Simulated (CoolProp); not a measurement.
The fluid at 247.49 K and 3.82 MPa is throttled through a valve to 0.969 MPa with no heat exchange. The same conditions are run with several fluids, on thermodynamics alone (safety and materials aside).

Computed with CoolProp (reference Helmholtz-energy equation of state of each fluid (R115: Lemmon 2016; c-C4F8 (RC318): Platzer 1990; cis-2-butene: Lemmon 2005; ethanol: Schroeder 2014; hydrogen chloride: Thol 2018)). The equations of Platzer and Polt are older, rougher fits.

Question: Rank R115, c-C4F8 (RC318), cis-2-butene, ethanol, hydrogen chloride by temperature change (K), highest first.

Answer: cis-2-butene (+1.3), ethanol (+1.2), c-C4F8 (RC318) (+0.9), R115 (+0.8), hydrogen chloride (-7.6)

| fluid | final phase | final density (kg/m³) |
|---|---|---|
| R115 | liquid | 1500 |
| c-C4F8 (RC318) | liquid | 1680 |
| cis-2-butene | liquid | 672 |
| ethanol | liquid | 828 |
| hydrogen chloride | two-phase, vapour fraction 0.037 | 362 |
